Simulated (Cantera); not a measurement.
Feed: 1 mol C2H4, 0.091 mol H2O, 0.97 mol H2, held at 2623.15 K and 1.73 Torr.

Method: chemical equilibrium by Gibbs-energy minimisation in Cantera with the NASA 1993 tables (ideal gas, pure condensed phases). Candidate condensed phases: C, C6H6, C7H8, C8H18, H2O; 110 gas species. Kinetics and transport are ignored.

Base state: H 0.561, H2 0.408, CO 0.0207, C2H2 (acetylene) 0.00723, C3 0.00134, C2H 0.000916, C 0.000363, C2 0.000126 (mole fractions); condensed: C(graphite).

Problem. What changes in the equilibrium state with this change: C2H4 replaced by CH3OH?

Solution. 
| species | before | after |
|---|---|---|
| H | 0.561 | 0.489 |
| H2 | 0.408 | 0.310 |
| CO | 0.0207 | 0.184 |
| H2O | <1e-9 | 0.00906 |
| C2H2 (acetylene) | 0.00723 | <1e-9 |
| O | <1e-9 | 0.00345 |
| C(graphite), mol | 1.82 | 0 |

Problem. What changes in the equilibrium state with this change: temperature from 2623.15 K to 500 K?

Solution. 
| species | before | after |
|---|---|---|
| CH4 | 4.76e-8 | 0.623 |
| H2 | 0.408 | 0.329 |
| H2O | <1e-9 | 0.0477 |
| H | 0.561 | <1e-9 |
| CO | 0.0207 | 1.42e-5 |
| C2H2 (acetylene) | 0.00723 | <1e-9 |
| C3 | 0.00134 | <1e-9 |
| C(graphite), mol | 1.82 | 0.824 |

Problem. What changes in the equilibrium state with this change: temperature from 2623.15 K to 998 K?

Solution. 
| species | before | after |
|---|---|---|
| H2 | 0.408 | 0.971 |
| CO | 0.0207 | 0.0288 |
| CH4 | 4.76e-8 | 0.000212 |
| H | 0.561 | 4.42e-8 |
| C2H2 (acetylene) | 0.00723 | 1.05e-9 |
| C3 | 0.00134 | <1e-9 |
| C(graphite), mol | 1.82 | 1.91 |
